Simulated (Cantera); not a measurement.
Diamond growth

A diamond (100) surface in a fixed gas of H2 with x(CH4) = 0.012, x(CH3) = 1.6e-05, at 1325 K, 0.0690 bar; coverages are run to steady state.

Model: the Harris–Goodwin 1993 mechanism for the reconstructed diamond (100) surface, integrated in Cantera.

```
x(H)     growth (µm/h)  θ c6HH  θ c6H*  θ c6*H   θ c6**
-------  -------------  ------  ------  ------  -------
0.0001         0.00518   0.673  0.0286   0.294  0.00390
0.00023         0.0223   0.551  0.0390   0.400   0.0104
0.00054         0.0638   0.460  0.0460   0.472   0.0212
0.0012           0.121   0.411  0.0494   0.507   0.0325
0.0029           0.194   0.383  0.0511   0.524   0.0423
0.0066           0.280   0.371  0.0517   0.530   0.0477
0.015            0.414   0.365  0.0521   0.532   0.0505
0.036            0.648   0.363  0.0525   0.533   0.0520
0.082            0.943   0.361  0.0532   0.533   0.0527
```
θ: site fractions in the mechanism's names (c6HH fully hydrogenated, c6H* and c6*H radical sites, c6** diradical, c6HM methylated).
